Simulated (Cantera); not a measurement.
What does this Cantera script print?

```python
import numpy as np
import cantera as ct

gas = ct.Solution("gri30.yaml")
gas.TPX = 550, 21000, {'CH4': 1, 'O2': 2.5, 'N2': 12}
flame = ct.FreeFlame(gas, width=0.12)
flame.set_refine_criteria(ratio=3, slope=0.08, curve=0.16)
flame.transport_model = "mixture-averaged"
flame.solve(loglevel=0, auto=True)
z, T = flame.grid, flame.T
thick = (T[-1] - T[0]) / np.gradient(T, z).max()
show = ['CH4', 'O2', 'O', 'CH2', 'C2H4', 'H2O2']
print(f"laminar burning velocity  {flame.velocity[0] * 100:.3f} cm/s")
print(f"burnt temperature         {T[-1]:.1f} K")
print(f"thermal thickness         {thick * 1e3:.4f} mm")
print(f"grid points               {len(z)}")
z0 = z[flame.heat_release_rate.argmax()]
print(f"{'z/mm':>9s}{'T/K':>9s}{'u/(m/s)':>9s}" + "".join(f"{s:>11s}" for s in show))
rows = []
for k in (-3, -2, -1.5, -1, -0.5, -0.25, 0, 0.25, 0.5, 1, 2, 4, 8):
    zz = z0 + k * thick
    rows.append([k * thick, np.interp(zz, z, T), np.interp(zz, z, flame.velocity),
                 *(np.interp(zz, z, flame.X[gas.species_index(s)]) for s in show)])
    print(f"{rows[-1][0] * 1e3:9.3f}{rows[-1][1]:9.1f}{rows[-1][2]:9.3f}" + "".join(f"{x:11.3e}" for x in rows[-1][3:]))
```

It prints:

```
laminar burning velocity  90.943 cm/s
burnt temperature         1957.0 K
thermal thickness         1.8512 mm
grid points               147
     z/mm      T/K  u/(m/s)        CH4         O2          O        CH2       C2H4       H2O2
   -5.554    550.1    0.910  6.447e-02  1.612e-01  2.541e-11  8.972e-18  2.213e-09  4.785e-09
   -3.702    551.0    0.912  6.434e-02  1.610e-01  1.331e-09  2.207e-14  4.597e-08  6.839e-08
   -2.777    555.3    0.921  6.398e-02  1.605e-01  1.384e-08  2.883e-12  3.474e-07  3.662e-07
   -1.851    589.4    0.981  6.184e-02  1.581e-01  2.942e-07  1.342e-09  4.533e-06  1.873e-06
   -0.926    845.3    1.420  4.694e-02  1.389e-01  1.428e-05  2.087e-07  6.590e-05  3.280e-06
   -0.463   1153.8    1.952  2.758e-02  1.108e-01  1.237e-04  4.680e-06  1.593e-04  3.026e-06
    0.000   1468.6    2.498  7.520e-03  7.515e-02  9.965e-04  1.996e-05  1.087e-04  8.469e-07
    0.463   1599.1    2.721  7.065e-04  5.367e-02  3.481e-03  4.328e-06  6.558e-06  2.227e-07
    0.926   1632.8    2.772  3.631e-05  4.595e-02  4.937e-03  2.502e-07  1.070e-07  2.030e-07
    1.851   1668.2    2.819  1.009e-07  4.143e-02  5.316e-03  8.004e-10  3.786e-11  1.803e-07
    3.702   1714.4    2.885  1.167e-11  3.896e-02  4.824e-03  1.188e-13  6.138e-16  1.418e-07
    7.405   1771.7    2.971  9.152e-18  3.727e-02  3.771e-03  2.681e-18  3.829e-23  1.005e-07
   14.810   1832.6    3.061  4.041e-19  3.564e-02  2.541e-03  6.363e-19  6.001e-29  6.662e-08
```

Cantera simulation using GRI-Mech 3.0 (53 species, 325 reactions); the numbers are that mechanism's predictions, not measurements. Burning velocities carry a grid error of a few per cent, more on coarse grids.
